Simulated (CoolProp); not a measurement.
Vapour-liquid equilibrium of n-butane (1) + trans-2-butene (2) at 1.34 MPa; x and y are mole fractions of (1).

Computed with CoolProp (multi-fluid Helmholtz-energy mixture model, Bücker 2006 and Lemmon 2005; pair parameters Bell 2016).

```csv
x,bubble temperature (°C),y at the bubble point,dew temperature at overall composition x (°C),liquid density (mol/L)
0.05,93.9,0.052,94.0,8.896
0.125,93.7,0.129,93.7,8.840
0.2,93.5,0.205,93.6,8.785
0.275,93.4,0.280,93.4,8.730
0.35,93.3,0.354,93.3,8.676
0.425,93.2,0.428,93.2,8.623
0.5,93.2,0.501,93.2,8.570
0.575,93.2,0.575,93.2,8.519
0.65,93.2,0.649,93.2,8.467
0.725,93.2,0.724,93.2,8.417
0.8,93.2,0.798,93.2,8.367
0.875,93.3,0.874,93.3,8.317
0.95,93.4,0.949,93.4,8.268
```

y crosses x between x = 0.575 and 0.65: the model has an azeotrope there.

The pair parameters rest on a limited set of measurements; away from them the model extrapolates.
